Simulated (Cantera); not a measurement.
Feed: 1 mol trisilylamine, 0.84 mol NH3, held at 1800 K and 2.90 mbar.

Cantera equilibrium calculation (NASA polynomials, part measured and part estimated; ideal gas, pure solids and liquids). Candidate condensed phases: Si, Si3N4; 18 gas species. The feed counts by its element totals alone. Gases not in the tables: Si2H6 and higher silanes. Equilibrium is a limit: real reactors are often held back by kinetics, nucleation or transport.

**Question.** What is the equilibrium state?

**Answer.** x(H2): 0.856
x(N2): 0.137
x(H): 0.00615
x(Si): 0.00110
x(SiH): 6.22e-5
x(SiH2): 2.56e-5
x(Si2N): 1.56e-5
x(SiN): 9.67e-6
x(Si2): 6.62e-6
n(Si(l)): 2.99 mol
gas amount: 6.708 mol
